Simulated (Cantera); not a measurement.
# Low-pressure radical oxidation in H2/O2

An isothermal, constant-pressure homogeneous reactor starts with H₂ : O₂ : N₂ = 0.046 : 1 : 2 (molar parts), equivalence ratio 0.023, at 1025 K and 0.0263 atm.

Cantera simulation using the H2/O2 subset of GRI-Mech 3.0, which has no nitrogen chemistry; the numbers are that mechanism's predictions, not measurements. Radical loss at walls, strong at low pressure, is not modelled.

```json
[
 {"t (s)": "0.000500", "x H₂": "0.0151", "x O₂": "0.328", "x H₂O₂": "<1e-12", "x H": "7.24e-11", "x OH": "5.36e-11"},
 {"t (s)": "0.000965", "x H₂": "0.0151", "x O₂": "0.328", "x H₂O₂": "<1e-12", "x H": "2.24e-10", "x OH": "1.95e-10"},
 {"t (s)": "0.00186", "x H₂": "0.0151", "x O₂": "0.328", "x H₂O₂": "<1e-12", "x H": "1.59e-9", "x OH": "1.47e-9"},
 {"t (s)": "0.00360", "x H₂": "0.0151", "x O₂": "0.328", "x H₂O₂": "1.35e-12", "x H": "6.33e-8", "x OH": "5.89e-8"},
 {"t (s)": "0.00695", "x H₂": "0.0148", "x O₂": "0.328", "x H₂O₂": "2.71e-9", "x H": "7.41e-5", "x OH": "6.66e-5"},
 {"t (s)": "0.0134", "x H₂": "0.000739", "x O₂": "0.320", "x H₂O₂": "1.05e-7", "x H": "0.00261", "x OH": "0.000761"},
 {"t (s)": "0.0259", "x H₂": "0.000160", "x O₂": "0.321", "x H₂O₂": "5.76e-8", "x H": "0.000742", "x OH": "0.000378"},
 {"t (s)": "0.0500", "x H₂": "5.74e-5", "x O₂": "0.322", "x H₂O₂": "5.11e-8", "x H": "0.000167", "x OH": "0.000216"},
 {"t (s)": "0.0965", "x H₂": "1.78e-5", "x O₂": "0.323", "x H₂O₂": "4.42e-8", "x H": "2.89e-5", "x OH": "0.000117"},
 {"t (s)": "0.186", "x H₂": "4.96e-6", "x O₂": "0.323", "x H₂O₂": "3.42e-8", "x H": "4.44e-6", "x OH": "6.23e-5"},
 {"t (s)": "0.360", "x H₂": "1.34e-6", "x O₂": "0.323", "x H₂O₂": "2.27e-8", "x H": "6.80e-7", "x OH": "3.34e-5"},
 {"t (s)": "0.695", "x H₂": "3.74e-7", "x O₂": "0.323", "x H₂O₂": "1.29e-8", "x H": "1.13e-7", "x OH": "1.84e-5"},
 {"t (s)": "1.34", "x H₂": "1.13e-7", "x O₂": "0.323", "x H₂O₂": "6.57e-9", "x H": "2.13e-8", "x OH": "1.06e-5"},
 {"t (s)": "2.59", "x H₂": "3.78e-8", "x O₂": "0.323", "x H₂O₂": "3.17e-9", "x H": "4.67e-9", "x OH": "6.41e-6"},
 {"t (s)": "5.00", "x H₂": "1.40e-8", "x O₂": "0.323", "x H₂O₂": "1.51e-9", "x H": "1.17e-9", "x OH": "4.04e-6"}
]
```
x: mole fraction; the columns are a selection and need not sum to one.

Equilibrium at this temperature and pressure: H₂ 2.98e-11, O₂ 0.323, H₂O₂ 5.44e-12, H <1e-12, OH 2.00e-7 (gas phase only).
